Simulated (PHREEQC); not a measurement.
Consider water at 25 °C with 0.021 mol CuCl2 and 0.0031 mol HCl per kg of water. Closed to the air; pH follows from the charge balance.

The numbers come from PHREEQC with the ion-association model, wateq4f.dat.

```json
[
 {"quantity": "pH", "before": "2.58", "after": "2.86"},
 {"quantity": "Cu+2 (mol/kgw)", "before": "0.0199", "after": "0.0199"},
 {"quantity": "CuCl+ (mol/kgw)", "before": "0.00106", "after": "0.00106"},
 {"quantity": "CuCl2 (mol/kgw)", "before": "1.58e-5", "after": "1.57e-5"},
 {"quantity": "CuOH+ (mol/kgw)", "before": "4.30e-8", "after": "8.22e-8"},
 {"quantity": "Cu2(OH)2+2 (mol/kgw)", "before": "1.22e-9", "after": "4.47e-9"},
 {"quantity": "SI of Tenorite (CuO)", "before": "-4.50", "after": "-3.94"},
 {"quantity": "SI of Atacamite (Cu2(OH)3Cl)", "before": "-5.14", "after": "-4.30"}
]
```

Problem. Which change was made?
A) HCl from 0.0031 to 0.031 mol/kgw
B) diluted 5-fold with water
C) 0.0016 mol/kgw CaCl2 added
D) temperature from 25 to 15 °C
E) 0.00074 mol/kgw Ca(OH)2 added

Solution. E, 0.00074 mol/kgw Ca(OH)2 added

No solid was allowed to form.
